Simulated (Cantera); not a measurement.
A diamond (100) surface in a fixed gas of H2 with x(CH4) = 0.016, x(H) = 0.013, at 900 K, 0.276 atm; coverages are run to steady state.

Cantera simulation using the Harris–Goodwin 1993 mechanism for the reconstructed diamond (100) surface; the numbers are that mechanism's predictions, not measurements.

One state of this run: growth (µm/h) = 0.618; θ c6HH = 0.692; θ c6H* = 0.0111; θ c6*H = 0.292; θ c6** = 0.00446; θ c6HM = 0.000456. θ: site fractions in the mechanism's names (c6HH fully hydrogenated, c6H* and c6*H radical sites, c6** diradical, c6HM methylated).

**Question.** Which value of x(CH3) does it belong to?
A) 4.8e-05
B) 2.6e-06
C) 7e-06
D) 1.8e-05

**Answer.** C, 7e-06
